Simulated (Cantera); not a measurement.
## Boron, boron nitride and boron oxide: borazine + NH₃ + N₂

Input: 1 mol borazine, 7.5 mol NH₃, 0.58 mol N₂, at 1052 °C and 0.0100 bar.

These are equilibrium values from Cantera (NASA tables, ideal gas, pure condensed phases), not measurements of a reactor. Candidate condensed phases: B, BN; 15 gas species. The feed counts by its element totals alone. Kinetics and transport are ignored.

```
Quantity                            Result
-------------------------------  ---------
x(H₂)                                0.767
x(N₂)                                0.233
x(H)                               1.43e-5
n(BN(s))                          3.00 mol
gas amount                       18.58 mol
log10 activity of B(s) (absent)      -3.97
```
